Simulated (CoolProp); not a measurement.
The fluid at 515.51 K and 1.31 MPa expands adiabatically to 0.125 MPa with isentropic efficiency 0.85. The same conditions are run with several fluids, on thermodynamics alone (safety and materials aside).

Computed with CoolProp (reference Helmholtz-energy equation of state of each fluid (tetrahydrofuran: Fiedler 2023; nitrogen: Span 2000; propylene: Lemmon 2013; sulfur hexafluoride: Guder 2009)).

```tsv
fluid	work (kJ/kg)	final temperature (K)	final density (kg/m³)
tetrahydrofuran	104	447.0	2.46
nitrogen	223	301.9	1.40
propylene	180	427.8	1.49
sulfur hexafluoride	53.7	450.9	4.89
```
